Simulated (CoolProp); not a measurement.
A Linde-Hampson liquefier for carbon monoxide: isothermal reversible compression at 300 K from 1 atm to 20 MPa, throttling to 1 atm, return gas leaving the recuperator 5 K below the feed. Each further row changes one setting.

Values from CoolProp's reference Helmholtz-energy equation of state, Lemmon 2006. It is a short technical equation, of lower accuracy than the large ones.

```tsv
case	liquid yield per pass	compression work (kJ/kg of gas)
as stated	0.074	470
high pressure 40 MPa	0.095	539
warm-end temperature 330 K	0.052	520
warm-end gap 10 K	0.063	470
```
